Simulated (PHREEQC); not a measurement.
Dissolve 66 mmol/kgw HF, 100 mmol/kgw (NH4)2SiF6 and 0.0104 mmol/kgw H2SO4 at 20 °C. Closed to the air; pH follows from the charge balance.

Equilibrium calculation in PHREEQC: ion-association model, phreeqc.dat.

No solid was allowed to form.

Question: Order these S species by the share of S that they hold, largest first: NH4SO4-, SO4-2, HSO4-.

Answer: SO4-2 (56 %), NH4SO4- (31 %), HSO4- (13 %)

Question: Order these F species by the share of F that they hold, largest first: HF2-, SiF6-2, HF, F-.

Answer: SiF6-2 (90 %), HF (8.2 %), F- (1.2 %), HF2- (0.49 %)

The pH is 2.11 and the ionic strength 0.310 mol/kgw. SiF6-2 is the database's only silicon fluoride.
